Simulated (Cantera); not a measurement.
Cantera run:

```python
import numpy as np
import cantera as ct

gas_names = [...]  # 115 gases of nasa_gas.yaml made of C, Ca, H, O
cond_names = """
    C(gr) C6H6(L) C7H8(L) C8H18(L),n-octa Ca(a) Ca(b) Ca(L) CaCO3(caL) CaO(s) CaO(L) CaO2H2(s) H2O(s)
    H2O(L)
""".split()


# ... load() reads the species with a 1 bar reference pressure and builds the phases ...
atoms = {
    'Ca(OH)2': {'Ca': 1, 'O': 2, 'H': 2},
    'CO2': {'C': 1, 'O': 2},
}
top_T = {'C(gr)': 4500}  # K; cautious upper limits of use, not melting points


# ... equilibrate(T, P, feed) seeds the gas with the atoms and calls Mixture.equilibrate('TP', solver="vcs", rtol=1e-11, max_steps=5000) ...
results = []
feed = {'Ca(OH)2': 1, 'CO2': 0.22}  # mol
T = 1823.15  # K
P = 71000  # Pa
mix = equilibrate(T, P, feed)
results.append((T, P, feed, dict(zip(mix.species_names, mix.species_moles))))
x = sorted(zip(gas.X, gas.species_names), reverse=True)
print(f"T = {T:g} K  P = {P:g} Pa  gas = {mix.phase_moles(0):.4g} mol")
print("   x: " + "  ".join(f"{s} {v:.3e}" for v, s in x if v > 1e-06))
print("   condensed (mol): " + ("  ".join(f"{mix.phase(i).name} {mix.phase_moles(i):.4g}"
      for i in range(1, mix.n_phases) if mix.phase_moles(i) > 1e-12) or "none"))
```

Result:

```
T = 1823.15 K  P = 71000 Pa  gas = 1.222 mol
   x: H2O 8.161e-01  CO2 1.785e-01  H2 1.715e-03  CO 1.468e-03  O2 1.417e-03  OH 7.062e-04  H 2.132e-05  CaO2H2 1.831e-05  O 6.748e-06
   condensed (mol): CaO(s) 1
```

Method: chemical equilibrium by Gibbs-energy minimisation in Cantera with the NASA 1993 tables (ideal gas, pure condensed phases).
